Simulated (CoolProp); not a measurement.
Vapour-liquid equilibrium of cyclohexane (1) + n-octane (2) at 338.9 K; x and y are mole fractions of (1).

Values from CoolProp's multi-fluid Helmholtz-energy mixture model, Zhou 2014 and Beckmüller 2019; pair parameters Bell 2016.

```json
[
 {"x": "0.05", "bubble pressure, mixture model (MPa)": "0.01585", "bubble pressure, Raoult's law (MPa)": "0.01585", "y, mixture model": "0.197", "y, Raoult's law": "0.199"},
 {"x": "0.2", "bubble pressure, mixture model (MPa)": "0.02339", "bubble pressure, Raoult's law (MPa)": "0.02332", "y, mixture model": "0.539", "y, Raoult's law": "0.542"},
 {"x": "0.35", "bubble pressure, mixture model (MPa)": "[?]", "bubble pressure, Raoult's law (MPa)": "0.03078", "y, mixture model": "[?]", "y, Raoult's law": "0.718"},
 {"x": "0.5", "bubble pressure, mixture model (MPa)": "0.03842", "bubble pressure, Raoult's law (MPa)": "0.03825", "y, mixture model": "[?]", "y, Raoult's law": "0.825"},
 {"x": "0.65", "bubble pressure, mixture model (MPa)": "[?]", "bubble pressure, Raoult's law (MPa)": "0.04571", "y, mixture model": "0.894", "y, Raoult's law": "0.898"},
 {"x": "0.8", "bubble pressure, mixture model (MPa)": "[?]", "bubble pressure, Raoult's law (MPa)": "0.05318", "y, mixture model": "0.947", "y, Raoult's law": "0.950"},
 {"x": "0.95", "bubble pressure, mixture model (MPa)": "0.06063", "bubble pressure, Raoult's law (MPa)": "0.06064", "y, mixture model": "0.988", "y, Raoult's law": "0.989"}
]
```

Problem. Some entries are withheld; supply them.

Solution. 
- 0.35, bubble pressure, mixture model (MPa): 0.03094
- 0.35, y, mixture model: 0.715
- 0.5, y, mixture model: 0.822
- 0.65, bubble pressure, mixture model (MPa): 0.04583
- 0.8, bubble pressure, mixture model (MPa): 0.05321

The largest gap from Raoult's law is +0.5 % in bubble pressure, at x = 0.35. No azeotrope shows between x = 0.05 and 0.95.

The pair parameters rest on a limited set of measurements; away from them the model extrapolates.
